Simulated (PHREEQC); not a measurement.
1 kg of water holding 0.5 mol/kgw Na2CO3, 0.013 mol/kgw NaHCO3, 0.35 mol/kgw Na2SO4, 0.025 mol/kgw NaCl and 0.038 mol/kgw KCl is evaporated at 20 °C; the solids stay in contact with the brine. The system is closed to CO2. Only these solids could form: Arcanite, Burkeite, Glaserite, Halite, Kalicinite, Mirabilite, Misenite, Nahcolite, Natron, Sylvite, Thenardite, Trona.

The series has 15 steps of water left (kg), from 1 to 0.03477.

The numbers come from PHREEQC with the Pitzer model, pitzer.dat.

Q: Which solids form, in which order, and at which step of the series does each first stand?

A: Mirabilite from water left = 0.2394 kg (pH 11.03), last present at water left = 0.1366 kg; Burkeite from water left = 0.1485 kg (pH 11.01); Natron from water left = 0.1485 kg (pH 11.01); Trona from water left = 0.07631 kg (pH 10.87).
